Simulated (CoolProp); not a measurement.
Octamethylcyclotetrasiloxane (D4) at 440.46 K and 2.54 MPa is throttled through a valve to 1.42 MPa with no heat exchange. Each further row changes one setting.

The numbers come from the reference Helmholtz-energy equation of state, Thol 2015 in CoolProp.

| case | temperature change (K) | final density (kg/m³) |
|---|---|---|
| as stated | +0.2 | 783 |
| outlet pressure 0.426 MPa | +0.4 | 778 |
| outlet pressure 1.85 MPa | +0.1 | 785 |
